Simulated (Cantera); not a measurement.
Mixture: CO : H2 : CH4 : O2 : N2 : H2O = 1 : 0.098 : 1.5 : 2.73 : 10.3 : 1.3 (molar parts), at 10.0 bar, adiabatic and at constant volume. Ignition delay is the time to a rise of 400 K.

Computed with Cantera and GRI-Mech 3.0 (53 species, 325 reactions).

### Question
At T0 = 1375 K, what is the delay, and which 6 reactions control it most (d ln τ / d ln k, from doubling and halving each rate constant)?

### Answer
The delay is 0.601 ms.
| reaction | d ln τ / d ln k | faster rate |
|---|---|---|
| 2 CH3 (+M) <=> C2H6 (+M) | 0.69 | lengthens it |
| H + O2 <=> O + OH | -0.47 | shortens it |
| CH3 + HO2 <=> CH3O + OH | -0.38 | shortens it |
| CH3 + O2 <=> CH3O + O | -0.38 | shortens it |
| CO + HO2 <=> CO2 + OH | 0.27 | lengthens it |
| CH4 + OH <=> CH3 + H2O | 0.26 | lengthens it |
